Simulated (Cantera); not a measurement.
A freely propagating, adiabatic, planar premixed flame of H2 : O2 : N2 = 1 : 0.227 : 0.864 (molar parts), equivalence ratio 2.2, unburnt at 600 K and 0.829 atm; mixture-averaged transport, grid criteria slope 0.08 and curve 0.16, no radiation.

Computed with Cantera and the H2/O2 subset of GRI-Mech 3.0, which has no nitrogen chemistry. Burning velocities carry a grid error of a few per cent, more on coarse grids.

### Question
Predict: laminar burning velocity; thermal thickness; peak x(OH); peak x(O); peak x(H2O2).

### Answer
```json
{
 "laminar_burning_velocity": "862 cm/s",
 "thermal_thickness": "0.574 mm",
 "peak x(OH)": "0.00396",
 "peak x(O)": "0.00365",
 "peak x(H2O2)": "6.35e-6"
}
```
